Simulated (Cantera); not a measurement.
A Cantera script and what it prints.

```python
import numpy as np
import cantera as ct

gas_names = """
    CL CLO CL2 Mg MgCL MgCL2 MgO Mg2 O O2 O3 Si SiCL SiCL2 SiCL3 SiCL4 SiO SiO2 Si2 Si3
""".split()
cond_names = """
    Mg(cr) Mg(L) MgCL2(s) MgCL2(L) MgO(s) MgO(L) MgSiO3(I) MgSiO3(II) MgSiO3(III) MgSiO3(L) Mg2SiO4(s)
    Mg2SiO4(L) Si(cr) Si(L) SiO2(Lqz) SiO2(hqz) SiO2(L)
""".split()


def load(file, names, dense=False):
    # The tables refer to 1 bar. Condensed volumes are neglected.
    table = {s.name: s for s in ct.Species.list_from_file(file)}
    out = []
    for n in names:
        d = dict(table[n].input_data)
        d["thermo"] = dict(d["thermo"], **{"reference-pressure": 1e5})
        if dense:
            d["equation-of-state"] = {"model": "constant-volume", "density": "1e6 g/cm^3"}
        out.append(ct.Species.from_dict(d))
    return out


gas = ct.Solution(thermo="ideal-gas", species=load("nasa_gas.yaml", gas_names))
cond = {s.name: ct.Solution(thermo="fixed-stoichiometry", species=[s], name=s.name)
        for s in load("nasa_condensed.yaml", cond_names, dense=True)}
atoms = {
    'SiO2': {'Si': 1, 'O': 2},
    'MgCl2': {'Mg': 1, 'CL': 2},
    'O2': {'O': 2},
}
top_T = {}  # K; cautious upper limits of use, not melting points


def equilibrate(T, P, feed):
    n = {}
    for name, mol in feed.items():
        for a, k in atoms[name].items():
            n[a] = n.get(a, 0.0) + k * mol
    gas.TPX = T, P, n
    mass = sum(n.values()) * gas.mean_molecular_weight
    gas.equilibrate("TP")
    valid = [c for c in cond.values() if c.min_temp <= T <= top_T.get(c.name, c.max_temp)]
    mix = ct.Mixture([(gas, mass / gas.mean_molecular_weight)] + [(c, 0.0) for c in valid])
    mix.T, mix.P = T, P
    mix.equilibrate("TP", solver="vcs", rtol=1e-11, max_steps=5000)
    return mix


results = []
T = 1075  # K
P = 140  # Pa
for m in [0.27, 0.41, 0.55, 0.68, 0.82, 0.96, 1.1, 1.2, 1.4, 1.5, 1.6, 1.8]:
    feed = {'SiO2': 1, 'MgCl2': m, 'O2': 0.92}  # mol
    mix = equilibrate(T, P, feed)
    results.append((T, P, feed, dict(zip(mix.species_names, mix.species_moles))))

top = {s: max(r[3][s] / sum(r[3][g] for g in gas_names) for r in results) for s in gas_names}
cols = sorted((s for s in top if top[s] > 0.001), key=lambda s: -top[s])[:6]
seen = [c for c in cond_names if any(r[3].get(c, 0) > 1e-12 for r in results)]
print("log10 of partial pressures in bar; condensed amounts in mol")
print(f"{'n(MgCl2)':>10s}" + "".join(f"{s[:9]:>10s}" for s in cols + seen))
for T, P, feed, n in results:
    ng = sum(n[g] for g in gas_names)
    print(f"{feed['MgCl2']:10.4g}" + "".join(f"{np.log10(max(n[s] / ng * P / 1e5, 1e-99)):10.3f}" for s in cols)
          + "".join(f"{n.get(c, 0):10.4g}" for c in seen))
```

It prints:

```
log10 of partial pressures in bar; condensed amounts in mol
  n(MgCl2)       CL2        O2        CL     MgCL2 MgSiO3(II Mg2SiO4(s SiO2(hqz)
      0.27    -3.462    -2.985    -4.688    -7.159    0.2699         0    0.7301
      0.41    -3.307    -3.055    -4.611    -6.970    0.4099         0    0.5901
      0.55    -3.205    -3.126    -4.560    -6.832    0.5499         0    0.4501
      0.68    -3.135    -3.195    -4.525    -6.728    0.6798         0    0.3202
      0.82    -3.077    -3.275    -4.496    -6.630    0.8198         0    0.1802
      0.96    -3.031    -3.362    -4.473    -6.540    0.9597         0   0.04029
       1.1    -2.993    -3.458    -4.454    -6.131    0.9008   0.09921         0
       1.2    -2.970    -3.536    -4.442    -6.069    0.8009    0.1991         0
       1.4    -2.931    -3.726    -4.422    -5.934    0.6014    0.3986         0
       1.5    -2.914    -3.850    -4.414    -5.855    0.5017    0.4983         0
       1.6    -2.899    -4.013    -4.407    -5.759    0.4022    0.5978         0
       1.8    -2.874    -4.761    -4.394    -5.359    0.2058    0.7942         0
```

These are equilibrium values from Cantera (NASA tables, ideal gas, pure condensed phases), not measurements of a reactor. Mutual solubility and eutectic melting of coexisting phases are not modelled. Condensed phases not in the tables: alloys, solid solutions and most ternary compounds.
